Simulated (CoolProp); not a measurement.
R245fa along the isotherm -17.05 °C: fugacity coefficient from the reference equation and from simpler models built on Tc = 153.9 °C, pc = 3651 kPa, ω = 0.378; each cubic takes its own stable root.

Values from CoolProp's reference Helmholtz-energy equation of state, Akasaka 2015.

```json
[
 {"p (kPa)": "608", "phase": "liquid", "reference": "0.03824"},
 {"p (kPa)": "1220", "phase": "liquid", "reference": "0.01957"},
 {"p (kPa)": "1830", "phase": "liquid", "reference": "0.01340"},
 {"p (kPa)": "2430", "phase": "liquid", "reference": "0.01036"},
 {"p (kPa)": "3040", "phase": "liquid", "reference": "0.008500"},
 {"p (kPa)": "3650", "phase": "liquid", "reference": "0.007269"},
 {"p (kPa)": "4260", "phase": "liquid", "reference": "0.006395"},
 {"p (kPa)": "4870", "phase": "liquid", "reference": "0.005743"},
 {"p (kPa)": "5480", "phase": "liquid", "reference": "0.005240"},
 {"p (kPa)": "6080", "phase": "liquid", "reference": "0.004847"},
 {"p (kPa)": "6690", "phase": "liquid", "reference": "0.004523"},
 {"p (kPa)": "7300", "phase": "liquid", "reference": "0.004255"},
 {"p (kPa)": "7910", "phase": "liquid", "reference": "0.004032"},
 {"p (kPa)": "8520", "phase": "liquid", "reference": "0.003843"},
 {"p (kPa)": "9130", "phase": "liquid", "reference": "0.003681"}
]
```

How far does each simpler model (Redlich-Kwong, Soave-Redlich-Kwong) lie from the reference over these 15 states: mean and median of the absolute difference, and the worst?


- Redlich-Kwong: mean 228.5 %, median 228.6 %, worst +237.4 % at -17.05 °C and 9130 kPa
- Soave-Redlich-Kwong: mean 2.1 %, median 2.1 %, worst +4.0 % at -17.05 °C and 9130 kPa
